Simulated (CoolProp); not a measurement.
The fluid at 241.4 K and 0.0176 MPa is throttled through a valve to 0.00116 MPa with no heat exchange. The same conditions are run with several fluids, on thermodynamics alone (safety and materials aside).

Model: reference Helmholtz-energy equation of state of each fluid (R227EA: Lemmon 2016; R13: Platzer 1990; C2F6 (R116): Lemmon 2006; oxygen: Schmidt 1985; sulfur hexafluoride: Guder 2009), in CoolProp. The equations of Platzer and Polt are older, rougher fits.

```
fluid                temperature change (K)  final density (kg/m³)
-------------------  ----------------------  ---------------------
R227EA                                 -0.6                 0.0986
R13                                    -0.3                 0.0605
C2F6 (R116)                            -0.2                 0.0799
oxygen                                 -0.1                 0.0185
sulfur hexafluoride                    -0.3                 0.0845
```
